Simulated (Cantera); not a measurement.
A Cantera script and its output.

```python
import numpy as np
import cantera as ct

gas = ct.Solution("gri30.yaml")
gas.TPX = 1650, 13000, {'NO': 1, 'N2': 1.5}
reactor = ct.IdealGasConstPressureReactor(gas, energy="off", clone=False)
net = ct.ReactorNet([reactor])
net.rtol, net.atol = 1e-08, 1e-18
show = ['NO', 'O', 'NO2', 'N2O', 'N2', 'O2']
times = np.geomspace(7e-05, 100, 11)

steps = ct.SolutionArray(gas, extra=["t"])
rows = []
print(f"{'t/s':>10s}{'T/K':>9s}{'P/Pa':>11s}" + "".join(f"{s:>11s}" for s in show))
for t in times:
    while net.time < t:
        t_next = net.step()
        steps.append(gas.state, t=t_next)
    rows.append([np.interp(t, steps.t, y) for y in (steps.T, steps.P, *steps(*show).X.T)])
    print(f"{t:10.3e}{rows[-1][0]:9.1f}{rows[-1][1]:11.4g}" + "".join(f"{x:11.3e}" for x in rows[-1][2:]))
rate = np.gradient(steps.T, steps.t)
print("integrator steps:", len(steps.t))
if steps.T.max() > steps.T[0] + 200:
    print(f"time of steepest temperature rise: {steps.t[rate.argmax()]:.4e} s")
gas.TPX = 1650, 13000, {'NO': 1, 'N2': 1.5}
gas.equilibrate("TP")
print(f"equilibrium (TP): T = {gas.T:.1f} K  " + "  ".join(f"{s} {gas[s].X[0]:.3e}" for s in show))
```

Output:

```
       t/s      T/K       P/Pa         NO          O        NO2        N2O         N2         O2
 7.000e-05   1650.0    1.3e+04  4.000e-01  7.486e-08  2.936e-09  7.769e-08  6.000e-01  2.707e-11
 2.888e-04   1650.0    1.3e+04  4.000e-01  2.756e-07  4.600e-08  3.199e-07  6.000e-01  4.305e-10
 1.191e-03   1650.0    1.3e+04  4.000e-01  7.579e-07  5.788e-07  1.308e-06  6.000e-01  6.146e-09
 4.916e-03   1650.0    1.3e+04  4.000e-01  1.278e-06  4.343e-06  5.212e-06  6.000e-01  8.809e-08
 2.028e-02   1650.0    1.3e+04  3.999e-01  2.428e-06  2.070e-05  1.868e-05  6.000e-01  1.942e-06
 8.367e-02   1650.0    1.3e+04  3.998e-01  4.372e-06  5.242e-05  4.627e-05  6.001e-01  4.385e-05
 3.452e-01   1650.0    1.3e+04  3.992e-01  4.932e-06  6.049e-05  5.747e-05  6.004e-01  3.347e-04
 1.424e+00   1650.0    1.3e+04  3.967e-01  5.588e-06  7.024e-05  5.669e-05  6.016e-01  1.566e-03
 5.875e+00   1650.0    1.3e+04  3.867e-01  7.645e-06  9.953e-05  5.345e-05  6.066e-01  6.548e-03
 2.424e+01   1650.0    1.3e+04  3.491e-01  1.256e-05  1.572e-04  4.278e-05  6.254e-01  2.530e-02
 1.000e+02   1650.0    1.3e+04  2.422e-01  2.081e-05  1.884e-04  2.001e-05  6.788e-01  7.870e-02
integrator steps: 772
equilibrium (TP): T = 1650.0 K  NO 2.346e-03  O 3.222e-05  NO2 2.904e-06  N2O 5.026e-08  N2 7.988e-01  O2 1.988e-01
```

Computed with Cantera and GRI-Mech 3.0 (53 species, 325 reactions).
